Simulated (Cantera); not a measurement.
An adiabatic, constant-volume homogeneous reactor starts with CO : H2 : CH4 : O2 : N2 : CO2 = 1 : 0.43 : 0.18 : 1.43 : 5.39 : 0.022 (molar parts), equivalence ratio 0.75, at 1675 K and 2.70 bar.

Computed with Cantera and GRI-Mech 3.0 (53 species, 325 reactions).

Problem. Predict: time of steepest temperature rise; temperature at 0.300 s; equilibrium temperature; x(CO) at 0.300 s; x(H2) at 0.300 s; x(OH) at 0.300 s; x(H2O2) at 0.300 s; x(H2O) at 0.300 s.

Solution. time of steepest temperature rise: 8.15 µs
temperature at 0.300 s: 2937 K
equilibrium temperature: 2937 K
x(CO) at 0.300 s: 0.0519 (gas-phase equilibrium 0.0519)
x(H2) at 0.300 s: 0.00586 (gas-phase equilibrium 0.00586)
x(OH) at 0.300 s: 0.0201 (gas-phase equilibrium 0.0201)
x(H2O2) at 0.300 s: 6.17e-7 (gas-phase equilibrium 6.17e-7)
x(H2O) at 0.300 s: 0.0795 (gas-phase equilibrium 0.0795)
